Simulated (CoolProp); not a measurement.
A Linde-Hampson liquefier for oxygen: isothermal reversible compression at 230 K from 1 atm to 15 MPa, throttling to 1 atm, return gas leaving the recuperator 10 K below the feed. Each further row changes one setting.

Model: reference Helmholtz-energy equation of state, Schmidt 1985, in CoolProp.

```csv
case,liquid yield per pass,compression work (kJ/kg of gas)
as stated,0.159,283
high pressure 30 MPa,0.253,316
warm-end temperature 260 K,0.103,327
warm-end gap 15 K,0.147,283
```
